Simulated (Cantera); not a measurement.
A closed system holds: 1 mol SiH2Cl2, 0.7 mol N2, 1.1 mol H2, equilibrated at 1375 K and 50.0 Pa.

Method: chemical equilibrium by Gibbs-energy minimisation in Cantera with the NASA 1993 tables (ideal gas, pure condensed phases). Candidate condensed phases: NH4Cl, Si, Si3N4; 28 gas species. N2 is the only nitrogen source here; it is nearly inert below about 1500 K, so the nitride shown seldom forms there in practice. The tables' values for SiCl3 are old estimates; treat these amounts as uncertain. Kinetics and transport are ignored.

Base state: H2 0.455, HCl 0.328, SiCl2 0.115, N2 0.0929, SiCl3 0.00749, SiCl4 0.00225, SiHCl3 0.000199, H 0.000103 (mole fractions); condensed: Si3N4(s).

What changes in the equilibrium state with this change: temperature from 1375 K to 1200 K?


```json
[
 {"species": "HCl", "before": "0.328", "after": "0.475"},
 {"species": "H2", "before": "0.455", "after": "0.431"},
 {"species": "N2", "before": "0.0929", "after": "0.0438"},
 {"species": "SiCl2", "before": "0.115", "after": "0.0148"},
 {"species": "SiCl4", "before": "0.00225", "after": "0.0275"},
 {"species": "H", "before": "0.000103", "after": "5.79e-6"},
 {"species": "Cl", "before": "6.16e-5", "after": "5.54e-6"},
 {"species": "Si3N4(s), mol", "before": "0.192", "after": "0.281"}
]
```
